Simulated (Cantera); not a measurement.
## Equilibrium for silicon oxide and oxynitride deposition: HMDSO + CO2 + H2

A closed system holds: 1 mol HMDSO, 1.7 mol CO2, 41 mol H2, equilibrated at 705 Torr.

Method: chemical equilibrium by Gibbs-energy minimisation in Cantera with the NASA 1993 tables (ideal gas, pure condensed phases). Candidate condensed phases: C, C6H6, C7H8, C8H18, H2O, Si, SiC, SiO2; 123 gas species. The feed counts by its element totals alone. Mutual solubility and eutectic melting of coexisting phases are not modelled. The tables hold silica as quartz up to 1696 K and as liquid above; real silica turns to tridymite and cristobalite and melts near 1996 K. The numbers say what is thermodynamically allowed, not how fast it happens.

From 1200 K to 1400 K the condensed part is C(graphite) + SiO2(β-quartz). From 1450 K to 1550 K the condensed part is C(graphite) + SiC(s) + SiO2(β-quartz). From 1600 K to 1800 K the condensed part is C(graphite) + SiC(s).

```json
[
 {"T (K)": "1200", "x H2": "0.978", "x CO": "0.00786", "x CH4": "0.0142", "x SiO": "1.73e-10", "n C(graphite)": "6.60", "n SiO2(β-quartz)": "2.00", "n SiC(s)": "0"},
 {"T (K)": "1250", "x H2": "0.982", "x CO": "0.00791", "x CH4": "0.00997", "x SiO": "2.65e-9", "n C(graphite)": "6.81", "n SiO2(β-quartz)": "2.00", "n SiC(s)": "0"},
 {"T (K)": "1300", "x H2": "0.985", "x CO": "0.00793", "x CH4": "0.00717", "x SiO": "3.30e-8", "n C(graphite)": "6.94", "n SiO2(β-quartz)": "2.00", "n SiC(s)": "0"},
 {"T (K)": "1350", "x H2": "0.987", "x CO": "0.00794", "x CH4": "0.00528", "x SiO": "3.39e-7", "n C(graphite)": "7.04", "n SiO2(β-quartz)": "2.00", "n SiC(s)": "0"},
 {"T (K)": "1400", "x H2": "0.988", "x CO": "0.00794", "x CH4": "0.00396", "x SiO": "2.94e-6", "n C(graphite)": "7.10", "n SiO2(β-quartz)": "2.00", "n SiC(s)": "0"},
 {"T (K)": "1450", "x H2": "0.986", "x CO": "0.0105", "x CH4": "0.00302", "x SiO": "1.66e-5", "n C(graphite)": "6.95", "n SiO2(β-quartz)": "1.93", "n SiC(s)": "0.0646"},
 {"T (K)": "1500", "x H2": "0.974", "x CO": "0.0240", "x CH4": "0.00229", "x SiO": "4.71e-5", "n C(graphite)": "5.94", "n SiO2(β-quartz)": "1.58", "n SiC(s)": "0.413"},
 {"T (K)": "1550", "x H2": "0.946", "x CO": "0.0520", "x CH4": "0.00171", "x SiO": "0.000125", "n C(graphite)": "3.71", "n SiO2(β-quartz)": "0.827", "n SiC(s)": "1.17"},
 {"T (K)": "1600", "x H2": "0.918", "x CO": "0.0807", "x CH4": "0.00129", "x SiO": "0.000234", "n C(graphite)": "1.26", "n SiO2(β-quartz)": "0", "n SiC(s)": "1.99"},
 {"T (K)": "1650", "x H2": "0.918", "x CO": "0.0806", "x CH4": "0.00105", "x SiO": "0.000279", "n C(graphite)": "1.27", "n SiO2(β-quartz)": "0", "n SiC(s)": "1.98"},
 {"T (K)": "1700", "x H2": "0.918", "x CO": "0.0806", "x CH4": "0.000868", "x SiO": "0.000330", "n C(graphite)": "1.28", "n SiO2(β-quartz)": "0", "n SiC(s)": "1.98"},
 {"T (K)": "1750", "x H2": "0.918", "x CO": "0.0805", "x CH4": "0.000723", "x SiO": "0.000386", "n C(graphite)": "1.29", "n SiO2(β-quartz)": "0", "n SiC(s)": "1.98"},
 {"T (K)": "1800", "x H2": "0.918", "x CO": "0.0805", "x CH4": "0.000609", "x SiO": "0.000447", "n C(graphite)": "1.30", "n SiO2(β-quartz)": "0", "n SiC(s)": "1.98"}
]
```
x: gas mole fraction; n: condensed amount in mol.
